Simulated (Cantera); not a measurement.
Charge: 1 mol CuO, 0.54 mol CH4, 12 mol H2, at 1.33 mbar.

Equilibrium computed with Cantera from the NASA thermochemical tables; the gas is ideal and each condensed phase is pure. Candidate condensed phases: C, C6H6, C7H8, C8H18, Cu, CuO, Cu(OH)2, Cu2O, H2O; 113 gas species. Rates play no part.

Task: At 1925 K, list the 5 most abundant gas species with their mole fractions, and the condensed phases.

Result: H2 0.841, Cu 0.0676, CO 0.0362, H2O 0.0307, H 0.0240. Condensed: gas only.
